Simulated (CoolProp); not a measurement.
c-C4F8 (RC318) along the isobar 3090 kPa: density (kg/m³) from the reference equation and from simpler models built on Tc = 115.2 °C, pc = 2778 kPa, ω = 0.355; each cubic takes its own stable root.

Model: reference Helmholtz-energy equation of state, Platzer 1990, in CoolProp. This equation is an older, rougher fit; its heat capacities, sound speeds and derivatives of the liquid may be far off and weren't checked against measurements.

```csv
T (°C),phase,reference
91.25,liquid,1194
102.55,liquid,1101
113.85,liquid,950.4
125.15,supercritical,420.9
136.45,supercritical,314.2
147.75,supercritical,272.0
159.05,supercritical,245.8
170.35,supercritical,226.9
181.65,supercritical,212.2
192.95,supercritical,200.3
204.25,supercritical,190.2
215.55,supercritical,181.5
226.85,supercritical,173.9
```

Task: How far does each simpler model (van der Waals, Redlich-Kwong, Peng-Robinson) lie from the reference over these 13 states: mean and median of the absolute difference, and the worst?

Result: 
- van der Waals: mean 13.4 %, median 6.5 %, worst -35.1 % at 91.25 °C and 3090 kPa
- Redlich-Kwong: mean 7.8 %, median 5.1 %, worst -18.4 % at 113.85 °C and 3090 kPa
- Peng-Robinson: mean 2.8 %, median 2.5 %, worst -9.0 % at 113.85 °C and 3090 kPa
